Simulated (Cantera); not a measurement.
An adiabatic, constant-pressure homogeneous reactor starts with C3H8 : O2 : N2 = 1 : 14.3 : 53.7 (molar parts), equivalence ratio 0.35, at 1275 K and 4.93 atm. Integrator tolerance rtol = 1e-08.

Computed with Cantera and GRI-Mech 3.0 (53 species, 325 reactions). GRI-Mech 3.0 was tuned for natural gas; its chemistry of propane as a main component is partial and can be far from experiment.

Q: What does this change do: constant volume in place of constant pressure?

A: 
| quantity | before | after |
|---|---|---|
| time of steepest temperature rise | 0.588 ms | 0.560 ms |
| temperature at 2.00 s | 2040 K | 2234 K |
| equilibrium temperature | 2040 K | 2234 K |
| x(C3H8) at 2.00 s | <1e-12 (gas-phase equilibrium <1e-12) | <1e-12 (gas-phase equilibrium <1e-12) |
| x(O2) at 2.00 s | 0.129 (gas-phase equilibrium 0.129) | 0.127 (gas-phase equilibrium 0.127) |
| x(CH2) at 2.00 s | <1e-12 (gas-phase equilibrium <1e-12) | <1e-12 (gas-phase equilibrium <1e-12) |
| x(CO2) at 2.00 s | 0.0427 (gas-phase equilibrium 0.0427) | 0.0425 (gas-phase equilibrium 0.0425) |
| x(N2O) at 2.00 s | 8.15e-7 (gas-phase equilibrium 8.15e-7) | 1.70e-6 (gas-phase equilibrium 1.70e-6) |
| x(CH2O) at 2.00 s | <1e-12 (gas-phase equilibrium <1e-12) | <1e-12 (gas-phase equilibrium <1e-12) |
